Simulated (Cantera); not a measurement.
Cantera run, input and output.

```python
import numpy as np
import cantera as ct

gas = ct.Solution("gri30.yaml")
gas.TPX = 1700, 460000, {'CH4': 1, 'H2O': 2.2, 'H2': 0.5}
inlet = ct.Reservoir(gas, clone=True)

reactor = ct.IdealGasConstPressureReactor(gas, energy="off", clone=False)
exhaust = ct.Reservoir(gas, clone=True)
tau = [24, 11, 5.1, 2.3, 1.1, 0.48, 0.22, 0.1, 0.046, 0.021, 0.0095][0]
for a, b in ((inlet, reactor), (reactor, exhaust)):
    ct.MassFlowController(a, b, mdot=lambda t: reactor.mass / tau)
net = ct.ReactorNet([reactor])
show = ['CH4', 'H2O', 'H2', 'C2H4', 'C2H']

rows = []
print(f"{'tau/s':>10s}{'T/K':>9s}" + "".join(f"{s:>11s}" for s in show))
for tau in [24, 11, 5.1, 2.3, 1.1, 0.48, 0.22, 0.1, 0.046, 0.021, 0.0095]:
    net.initial_time = 0.0
    net.advance(30 * tau)
    before = gas.X
    net.advance(40 * tau)
    drift = np.max(np.abs(gas.X - before) / (gas.X + 1e-9))
    rows.append([gas.T, *gas[show].X, drift])
    print(f"{tau:10.3e}{gas.T:9.1f}" + "".join(f"{x:11.3e}" for x in gas[show].X))
```

Result:

```
     tau/s      T/K        CH4        H2O         H2       C2H4        C2H
 2.400e+01   1700.0  7.889e-03  2.082e-01  6.140e-01  8.300e-05  2.952e-10
 1.100e+01   1700.0  1.258e-02  2.172e-01  6.041e-01  2.133e-04  7.766e-10
 5.100e+00   1700.0  1.866e-02  2.309e-01  5.896e-01  4.752e-04  1.790e-09
 2.300e+00   1700.0  2.635e-02  2.521e-01  5.685e-01  9.562e-04  3.791e-09
 1.100e+00   1700.0  3.441e-02  2.791e-01  5.427e-01  1.625e-03  6.867e-09
 4.800e-01   1700.0  4.425e-02  3.182e-01  5.065e-01  2.578e-03  1.194e-08
 2.200e-01   1700.0  5.453e-02  3.617e-01  4.665e-01  3.496e-03  1.795e-08
 1.000e-01   1700.0  6.721e-02  4.082e-01  4.221e-01  4.202e-03  2.409e-08
 4.600e-02   1700.0  8.410e-02  4.517e-01  3.768e-01  4.495e-03  2.839e-08
 2.100e-02   1700.0  1.076e-01  4.894e-01  3.310e-01  4.394e-03  2.928e-08
 9.500e-03   1700.0  1.382e-01  5.202e-01  2.854e-01  4.120e-03  2.620e-08
```

Detailed kinetics in Cantera: GRI-Mech 3.0 (53 species, 325 reactions).
